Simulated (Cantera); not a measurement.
**Reactions in the system H-O-V**

Cantera with NASA thermochemical tables; ideal gases at 1 bar, condensed phases pure. Values are per mole of reaction as written; species without (g) are pure solids or liquids, kept so even where they would boil at 1 bar.

5 H2O(g) + 2 V → V2O5 + 10 H(g)

```
T (K)  ΔH° (kJ)  ΔS° (J/K)  ΔG° (kJ)  log10 K  condensed phases
-----  --------  ---------  --------  -------  ----------------
1600     2062.4      558.6    1168.7   -38.15     V(s), V2O5(l)
1675     2068.6      562.4    1126.7   -35.13     V(s), V2O5(l)
1750     2074.4      565.8    1084.4   -32.37     V(s), V2O5(l)
1825     2079.9      568.8    1041.8   -29.82     V(s), V2O5(l)
1900     2084.9      571.5     999.0   -27.47     V(s), V2O5(l)
1975     2089.6      573.9     956.1   -25.29     V(s), V2O5(l)
2050     2094.0      576.1     913.0   -23.26     V(s), V2O5(l)
2125     2097.9      578.0     869.7   -21.38     V(s), V2O5(l)
2200     2055.7      558.7     826.5   -19.62     V(l), V2O5(l)
2275     2058.7      560.1     784.5   -18.01     V(l), V2O5(l)
```
